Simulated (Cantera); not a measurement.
Thermodynamics of silicon oxide and oxynitride deposition, feed HMDSO + H₂O + N₂

Feed: 1 mol HMDSO, 0.19 mol H₂O, 24 mol N₂, equilibrated at 1023.15 K.

Method: chemical equilibrium by Gibbs-energy minimisation in Cantera with the NASA 1993 tables (ideal gas, pure condensed phases). Candidate condensed phases: C, C₆H₆, C₇H₈, C₈H₁₈, H₂O, Si, SiC, SiO₂, Si₂N₂O, Si₃N₄; 151 gas species. The feed counts by its element totals alone. N₂ is the only nitrogen source here; it is nearly inert below about 1500 K, so the nitride shown seldom forms there in practice. Mutual solubility and eutectic melting of coexisting phases are not modelled. Equilibrium is a limit: real reactors are often held back by kinetics, nucleation or transport.

From 5.00e-5 bar to 0.0120 bar the condensed part is C(graphite) + Si₂N₂O(s). From 0.0370 bar to 1.00 bar the condensed part is C(graphite) + SiO₂(β-quartz) + Si₂N₂O(s).

| P (Pa) | log p N₂ | log p H₂ | log p CO | log p CH₄ | log p NH₃ | log p H₂O | log p HCN | log p CO₂ | n C(graphite) | n Si₂N₂O(s) | n SiO₂(β-quartz) |
|---|---|---|---|---|---|---|---|---|---|---|---|
| 5 | -4.45 | -4.85 | -6.53 | -10.82 | -12.80 | -11.94 | -9.78 | -13.51 | 5.81 | 1.00 | 0 |
| 15 | -3.97 | -4.37 | -6.06 | -9.87 | -11.84 | -10.99 | -9.30 | -12.56 | 5.81 | 1.00 | 0 |
| 45 | -3.50 | -3.89 | -5.58 | -8.91 | -10.89 | -10.04 | -8.82 | -11.60 | 5.81 | 1.00 | 0 |
| 140 | -3.00 | -3.40 | -5.09 | -7.93 | -9.90 | -9.05 | -8.33 | -10.62 | 5.81 | 1.00 | 0 |
| 410 | -2.54 | -2.93 | -4.62 | -6.99 | -8.97 | -8.12 | -7.86 | -9.69 | 5.81 | 1.00 | 0 |
| 1200 | -2.07 | -2.47 | -4.15 | -6.06 | -8.04 | -7.18 | -7.40 | -8.75 | 5.81 | 1.00 | 0 |
| 3700 | -1.58 | -1.98 | -3.74 | -5.08 | -7.06 | -6.28 | -6.91 | -7.92 | 5.83 | 0.990 | 0.0198 |
| 11000 | -1.11 | -1.51 | -3.58 | -4.14 | -6.11 | -5.65 | -6.43 | -7.61 | 5.90 | 0.963 | 0.0748 |
| 33000 | -0.63 | -1.03 | -3.42 | -3.19 | -5.16 | -5.02 | -5.96 | -7.29 | 5.90 | 0.949 | 0.101 |
| 100000 | -0.14 | -0.56 | -3.26 | -2.25 | -4.21 | -4.38 | -5.48 | -6.97 | 5.80 | 0.943 | 0.114 |
log p: log10 of the partial pressure in bar; n: condensed amount in mol.
